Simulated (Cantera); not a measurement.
# Stirred combustor or abatement burner

A perfectly stirred reactor is fed with CH4 : C2H6 : C3H8 : O2 : N2 = 1 : 0.11 : 0.1 : 5.34 : 20.1 (molar parts), equivalence ratio 0.54, at 2630 Torr; it is adiabatic with a 625 K inlet, and is followed from long to short residence time, starting on the burning branch (τ in s: 0.46, 0.18, 0.071, 0.028, 0.011, 0.0043, 0.0017, 0.00067, 0.00026, 0.0001, 4e-05, 1.6e-05, 6.2e-06).

Computed with Cantera and GRI-Mech 3.0 (53 species, 325 reactions).

| τ (s) | T (K) | x CH4 | x C2H6 | x C3H8 | x O | x H2O | x H2 | x CH2 |
|---|---|---|---|---|---|---|---|---|
| 0.46 | 1825 | 1.08e-6 | 2.25e-8 | 1.81e-8 | 3.01e-5 | 0.102 | 1.57e-5 | 2.09e-9 |
| 0.18 | 1824 | 2.44e-6 | 5.28e-8 | 4.34e-8 | 3.73e-5 | 0.102 | 2.03e-5 | 5.25e-9 |
| 0.071 | 1823 | 5.04e-6 | 1.16e-7 | 9.84e-8 | 5.27e-5 | 0.101 | 3.03e-5 | 1.29e-8 |
| 0.028 | 1821 | 9.76e-6 | 2.41e-7 | 2.12e-7 | 8.34e-5 | 0.101 | 5.01e-5 | 3.09e-8 |
| 0.011 | 1817 | 1.83e-5 | 4.79e-7 | 4.34e-7 | 0.000141 | 0.101 | 8.80e-5 | 7.20e-8 |
| 0.0043 | 1810 | 3.39e-5 | 9.31e-7 | 8.61e-7 | 0.000246 | 0.101 | 0.000158 | 1.63e-7 |
| 0.0017 | 1798 | 6.30e-5 | 1.78e-6 | 1.65e-6 | 0.000422 | 0.100 | 0.000283 | 3.54e-7 |
| 0.00067 | 1776 | 0.000121 | 3.46e-6 | 3.19e-6 | 0.000697 | 0.0994 | 0.000502 | 7.42e-7 |
| 0.00026 | 1737 | 0.000258 | 7.36e-6 | 6.61e-6 | 0.00105 | 0.0981 | 0.000883 | 1.53e-6 |
| 0.00010 | 1646 | 0.000813 | 2.31e-5 | 1.98e-5 | 0.00107 | 0.0954 | 0.00169 | 3.22e-6 |
| 4.0e-5 | 625 | 0.0375 | 0.00413 | 0.00375 | <1e-12 | <1e-12 | <1e-12 | <1e-12 |
| 1.6e-5 | 625 | 0.0375 | 0.00413 | 0.00375 | <1e-12 | <1e-12 | <1e-12 | <1e-12 |
| 6.2e-6 | 625 | 0.0375 | 0.00413 | 0.00375 | <1e-12 | <1e-12 | <1e-12 | <1e-12 |
x: mole fraction; the columns are a selection and need not sum to one.
